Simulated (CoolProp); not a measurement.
cis-2-butene along the isotherm 133.95 °C: Z from the reference equation and from simpler models built on Tc = 162.6 °C, pc = 42.36 bar, ω = 0.202; each cubic takes its own stable root.

The numbers come from the reference Helmholtz-energy equation of state, Lemmon 2005 in CoolProp. It is a short technical equation, of lower accuracy than the large ones.

```
p (bar)   phase  reference
-------  ------  ---------
21.2        gas     0.7234
42.4     liquid     0.1539
63.5     liquid     0.2225
84.7     liquid     0.2892
106      liquid     0.3545
127      liquid     0.4176
148      liquid     0.4795
169      liquid     0.5405
191      liquid     0.6034
212      liquid     0.6627
```

Question: How far does each simpler model (Redlich-Kwong, Soave-Redlich-Kwong, Peng-Robinson) lie from the reference over these 10 states: mean and median of the absolute difference, and the worst?

Answer: 
- Redlich-Kwong: mean 10.8 %, median 10.0 %, worst +19.8 % at 133.95 °C and 42.4 bar
- Soave-Redlich-Kwong: mean 9.2 %, median 8.8 %, worst +16.1 % at 133.95 °C and 42.4 bar
- Peng-Robinson: mean 2.5 %, median 2.9 %, worst -4.6 % at 133.95 °C and 212 bar
